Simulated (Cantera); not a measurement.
A freely propagating, adiabatic, planar premixed flame of 32.9 % H2, 12.7 % O2, 54.4 % N2, unburnt at 525 K and 345 Torr; unity-Lewis-number transport, grid criteria slope 0.08 and curve 0.16, no radiation.

Cantera simulation using the H2/O2 subset of GRI-Mech 3.0, which has no nitrogen chemistry; the numbers are that mechanism's predictions, not measurements. Unity Lewis numbers drop preferential diffusion, which matters most where H2 and H carry the flame. Burning velocities carry a grid error of a few per cent, more on coarse grids.

x: mole fraction of selected species; z is measured from the peak of heat release.

```json
[
 {"z (mm)": "-2.90", "T (K)": "525", "u (m/s)": "3.52", "x H2": "0.329", "x O2": "0.127", "x H2O2": "<1e-8", "x OH": "<1e-8", "x O": "<1e-8", "x HO2": "<1e-8"},
 {"z (mm)": "-1.93", "T (K)": "525", "u (m/s)": "3.52", "x H2": "0.329", "x O2": "0.127", "x H2O2": "<1e-8", "x OH": "<1e-8", "x O": "<1e-8", "x HO2": "<1e-8"},
 {"z (mm)": "-1.45", "T (K)": "525", "u (m/s)": "3.52", "x H2": "0.329", "x O2": "0.127", "x H2O2": "<1e-8", "x OH": "<1e-8", "x O": "<1e-8", "x HO2": "7.16e-8"},
 {"z (mm)": "-0.966", "T (K)": "525", "u (m/s)": "3.52", "x H2": "0.329", "x O2": "0.127", "x H2O2": "4.92e-8", "x OH": "<1e-8", "x O": "2.84e-8", "x HO2": "1.67e-6"},
 {"z (mm)": "-0.483", "T (K)": "552", "u (m/s)": "3.70", "x H2": "0.327", "x O2": "0.125", "x H2O2": "2.66e-6", "x OH": "1.07e-5", "x O": "8.54e-6", "x HO2": "9.79e-5"},
 {"z (mm)": "-0.242", "T (K)": "768", "u (m/s)": "5.07", "x H2": "0.297", "x O2": "0.111", "x H2O2": "3.70e-6", "x OH": "0.000353", "x O": "0.000309", "x HO2": "9.47e-5"},
 {"z (mm)": "0", "T (K)": "1201", "u (m/s)": "7.72", "x H2": "0.173", "x O2": "0.0575", "x H2O2": "1.39e-6", "x OH": "0.00274", "x O": "0.00455", "x HO2": "3.01e-5"},
 {"z (mm)": "0.242", "T (K)": "1468", "u (m/s)": "9.28", "x H2": "0.0871", "x O2": "0.0190", "x H2O2": "1.35e-6", "x OH": "0.00720", "x O": "0.00829", "x HO2": "8.48e-6"},
 {"z (mm)": "0.483", "T (K)": "1596", "u (m/s)": "9.99", "x H2": "0.0781", "x O2": "0.0121", "x H2O2": "9.67e-7", "x OH": "0.00934", "x O": "0.00823", "x HO2": "4.79e-6"},
 {"z (mm)": "0.966", "T (K)": "1739", "u (m/s)": "10.8", "x H2": "0.0807", "x O2": "0.00927", "x H2O2": "5.40e-7", "x OH": "0.0109", "x O": "0.00698", "x HO2": "3.21e-6"},
 {"z (mm)": "1.93", "T (K)": "1887", "u (m/s)": "11.5", "x H2": "0.0833", "x O2": "?", "x H2O2": "?", "x OH": "0.0117", "x O": "?", "x HO2": "?"},
 {"z (mm)": "3.87", "T (K)": "2031", "u (m/s)": "12.3", "x H2": "0.0846", "x O2": "?", "x H2O2": "?", "x OH": "0.0113", "x O": "?", "x HO2": "?"},
 {"z (mm)": "7.73", "T (K)": "2154", "u (m/s)": "12.9", "x H2": "0.0850", "x O2": "0.00261", "x H2O2": "8.13e-8", "x OH": "0.00978", "x O": "0.00194", "x HO2": "7.70e-7"}
]
```

**Question.** Complete the blanks.

**Answer.** 
- 1.93, x O2: 0.00688
- 1.93, x H2O2: 2.79e-7
- 1.93, x O: 0.00526
- 1.93, x HO2: 2.13e-6
- 3.87, x O2: 0.00454
- 3.87, x H2O2: 1.45e-7
- 3.87, x O: 0.00344
- 3.87, x HO2: 1.32e-6
